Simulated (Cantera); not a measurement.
Input: 1 mol Si2H6, 2.9 mol NO, 6.4 mol H2, 0.1 mol O2, at 1750 K and 100 Torr.

Equilibrium computed with Cantera from the NASA thermochemical tables; the gas is ideal and each condensed phase is pure. The feed counts by its element totals alone. Mutual solubility and eutectic melting of coexisting phases are not modelled. The tables hold silica as quartz up to 1696 K and as liquid above; real silica turns to tridymite and cristobalite and melts near 1996 K. Rates play no part.

```
species                 before     after
--------------------  --------  --------
H2                       0.866     0.875
N2                       0.113     0.111
SiO                     0.0204    0.0125
H                     0.000593  0.000476
H2O                   0.000255  0.000248
SiO2(condensed), mol      1.32      1.35
Si2N2O(s), mol           0.227     0.256
```
Gas species are given as mole fractions.

**Question.** Name the change that produced these shifts.
A) temperature from 1750 K to 1725 K
B) temperature from 1750 K to 1625 K
C) temperature from 1750 K to 1775 K
D) pressure from 100 Torr to 7.50 Torr

**Answer.** A, temperature from 1750 K to 1725 K
